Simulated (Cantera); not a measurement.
# Hydrogen reduction and annealing atmospheres: Fe2O3 + H2 + N2

Feed: 1 mol Fe2O3, 670 mol H2, 3 mol N2, at 0.000820 bar.

Cantera equilibrium calculation (NASA polynomials, part measured and part estimated; ideal gas, pure solids and liquids). Candidate condensed phases: Fe, FeO, Fe(OH)2, Fe(OH)3, Fe2O3, Fe3O4, H2O; 27 gas species. The numbers say what is thermodynamically allowed, not how fast it happens.

| T (°C) | x H2 | x H2O | x N2 | x H | x Fe | x OH | n Fe(α) | n Fe(γ) |
|---|---|---|---|---|---|---|---|---|
| 675 | 0.991 | 0.00446 | 0.00446 | 1.82e-8 | 1.22e-12 | <1e-12 | 2.00 | 0 |
| 775 | 0.991 | 0.00446 | 0.00446 | 2.69e-7 | 1.71e-10 | 3.80e-12 | 2.00 | 0 |
| 875 | 0.991 | 0.00446 | 0.00446 | 2.49e-6 | 9.73e-9 | 6.69e-11 | 2.00 | 0 |
| 975 | 0.991 | 0.00446 | 0.00446 | 1.62e-5 | 2.84e-7 | 7.46e-10 | 0 | 2.00 |
| 1075 | 0.991 | 0.00446 | 0.00446 | 8.04e-5 | 4.97e-6 | 5.83e-9 | 0 | 2.00 |
| 1175 | 0.991 | 0.00446 | 0.00446 | 0.000320 | 5.81e-5 | 3.43e-8 | 0 | 1.96 |
| 1275 | 0.990 | 0.00445 | 0.00445 | 0.00107 | 0.000491 | 1.61e-7 | 0 | 1.67 |
| 1375 | 0.985 | 0.00444 | 0.00444 | 0.00309 | 0.00296 | 6.25e-7 | 0 | 0 |
x: gas mole fraction; n: condensed amount in mol.

From 675 °C to 875 °C the condensed part is Fe(α). From 975 °C to 1275 °C the condensed part is Fe(γ). At 1375 °C nothing is condensed.
